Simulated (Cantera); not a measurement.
A jet of CH4 : O2 : N2 = 0.011 : 0.11 : 0.79 (molar parts) at 300 K and 3400 Pa hits a platinum plate 2.3 cm away at a mass flux of 0.023 kg/m²/s; the plate temperature is set and raised in steps from an oxygen-covered start.

Detailed kinetics in Cantera: Deutschmann's 1995 Pt surface mechanism with GRI-Mech 3.0 gas chemistry. Catalytic surfaces can have several steady states; this one follows from the mechanism file's or the stated starting coverage.

x: mole fraction at the wall; θ: surface coverage.

```
plate T (K)  wall x CH4  wall x O2  wall x H2O  wall x OH  wall x CO  wall x CO2  θ free Pt   θ O*
-----------  ----------  ---------  ----------  ---------  ---------  ----------  ---------  -----
950             0.00776      0.112     0.00804    7.32e-8    4.60e-6     0.00522      0.319  0.681
1000            0.00648      0.109      0.0104    2.06e-7    5.23e-6     0.00676      0.392  0.608
1050                ___      0.107         ___        ___        ___         ___        ___    ___
1100                ___      0.105      0.0138        ___        ___     0.00902        ___    ___
1150            0.00397      0.104      0.0149    2.30e-6    7.59e-6     0.00978      0.596  0.403
```

Q: Complete the blanks.

A: 
- 1050, wall x CH4: 0.00543
- 1050, wall x H2O: 0.0123
- 1050, wall x OH: 5.10e-7
- 1050, wall x CO: 5.87e-6
- 1050, wall x CO2: 0.00803
- 1050, θ free Pt: 0.463
- 1050, θ O*: 0.536
- 1100, wall x CH4: 0.00462
- 1100, wall x OH: 1.13e-6
- 1100, wall x CO: 6.65e-6
- 1100, θ free Pt: 0.532
- 1100, θ O*: 0.468
